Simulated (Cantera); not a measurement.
An adiabatic, constant-pressure homogeneous reactor starts with CO : H2 : CH4 : O2 : N2 = 1 : 0.053 : 0.2 : 2.11 : 8.63 (molar parts), at 1375 K and 2930 Torr.

Model: GRI-Mech 3.0 (53 species, 325 reactions), integrated in Cantera.

Predict: time of steepest temperature rise; temperature at 3.00 s; equilibrium temperature; x(CO) at 3.00 s; x(H2) at 3.00 s; x(H2O2) at 3.00 s; x(NO) at 3.00 s.


```json
{
  "time_of_steepest_temperature_rise": "0.145 ms",
  "temperature at 3.00 s": "2332 K",
  "equilibrium_temperature": "2332 K",
  "x(CO) at 3.00 s": "0.00236 (gas-phase equilibrium 0.00236)",
  "x(H2) at 3.00 s": "0.000153 (gas-phase equilibrium 0.000153)",
  "x(H2O2) at 3.00 s": "1.11e-7 (gas-phase equilibrium 1.11e-7)",
  "x(NO) at 3.00 s": "0.0111 (gas-phase equilibrium 0.0111)"
}
```
